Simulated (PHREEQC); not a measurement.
A solution holds 5.8 mol LiCl, 0.74 mol SrCl2 and 4 mol NaCl per kg of water, at 20 °C. Closed to the air; pH follows from the charge balance.

The numbers come from PHREEQC with the Pitzer model, pitzer.dat.

The ionic strength is 12.0 mol/kgw. The activity of water is 0.379 and the density comes out as 1.276 g/cm³. The osmotic coefficient is 2.469.

```json
[
 {"species": "Cl-", "molality": "11.3", "activity": "8.93", "log γ": "-0.101"},
 {"species": "Li+", "molality": "5.80", "activity": "984", "log γ": "2.230"},
 {"species": "Na+", "molality": "4.00", "activity": "94.2", "log γ": "1.372"},
 {"species": "Sr+2", "molality": "0.740", "activity": "456", "log γ": "2.790"},
 {"species": "OH-", "molality": "2.22e-8", "activity": "4.97e-10", "log γ": "-1.650"},
 {"species": "H+", "molality": "2.22e-8", "activity": "5.22e-6", "log γ": "2.370"}
]
```

No solid was allowed to form. Examples of supersaturated solids here: Halite. Others may be too.
